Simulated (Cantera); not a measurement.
Input: 1 mol Cr, 1.3 mol NH3, held at 1098.15 K and 0.00410 bar.

Equilibrium computed with Cantera from the NASA thermochemical tables; the gas is ideal and each condensed phase is pure. Candidate condensed phases: Cr, CrN, Cr2N; 11 gas species. Kinetics and transport are ignored.

Base state: H2 0.830, N2 0.170 (mole fractions); condensed: Cr2N(s).

Problem. What changes in the equilibrium state with this change: pressure from 0.00410 bar to 0.850 bar?

Solution. 
```csv
species,before,after
H2,0.830,0.929
N2,0.170,0.0714
NH3,4.10e-7,6.52e-5
"Cr2N(s), mol",0.500,0
"CrN(s), mol",0,1.00
```
